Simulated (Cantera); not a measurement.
A closed system holds: 1 mol SiH₄, a varied amount of C₃H₈, 520 mol H₂, held at 1500 K and 750 Torr.

Equilibrium computed with Cantera from the NASA thermochemical tables; the gas is ideal and each condensed phase is pure. Candidate condensed phases: C, C₆H₆, C₇H₈, C₈H₁₈, Si, SiC; 87 gas species. Mutual solubility and eutectic melting of coexisting phases are not modelled. The numbers say what is thermodynamically allowed, not how fast it happens.

Which condensed phases are stable at each of these points (n(C₃H₈) (mol)): 0.033, 0.046, 0.064, 0.09, 0.13, 0.18, 0.25, 0.35, 0.49?


| n(C₃H₈) (mol) | condensed phases | Si condensed (%) |
|---|---|---|
| 0.033 | Si(s) + SiC(s) | 99.9 |
| 0.046 | Si(s) + SiC(s) | 99.9 |
| 0.064 | Si(s) + SiC(s) | 99.9 |
| 0.09 | Si(s) + SiC(s) | 99.9 |
| 0.13 | Si(s) + SiC(s) | 99.9 |
| 0.18 | Si(s) + SiC(s) | 99.9 |
| 0.25 | Si(s) + SiC(s) | 99.9 |
| 0.35 | SiC(s) | 100.0 |
| 0.49 | SiC(s) | 100.0 |

From 0.033 mol C₃H₈ to 0.25 mol C₃H₈ the condensed part is Si(s) + SiC(s). From 0.35 mol C₃H₈ to 0.49 mol C₃H₈ the condensed part is SiC(s).
